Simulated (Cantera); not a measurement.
An isothermal, constant-pressure homogeneous reactor starts with 66.7 % N2O, 33.3 % N2, at 1350 K and 0.0133 bar.

Computed with Cantera and GRI-Mech 3.0 (53 species, 325 reactions). GRI-Mech 3.0 was tuned for natural gas; its chemistry of N2O as a main component is partial and can be far from experiment. Radical loss at walls, strong at low pressure, is not modelled. The mechanism lacks the step 2 NO + O2 → 2 NO2, which can matter for NO2 below about 1400 K. The temperature is held fixed by assumption; the heat of reaction is taken as removed at once.

Problem. Predict: x(N2O) at 4.00 s; x(NO2) at 4.00 s; x(O) at 4.00 s; x(N2) at 4.00 s; x(NO) at 4.00 s.

Solution. 
```json
{
 "x(N2O) at 4.00 s": "0.398 (gas-phase equilibrium 4.23e-9)",
 "x(NO2) at 4.00 s": "5.35e-6 (gas-phase equilibrium 6.48e-7)",
 "x(O) at 4.00 s": "1.43e-5 (gas-phase equilibrium 1.84e-6)",
 "x(N2) at 4.00 s": "0.484 (gas-phase equilibrium 0.750)",
 "x(NO) at 4.00 s": "0.0347 (gas-phase equilibrium 0.000579)"
}
```
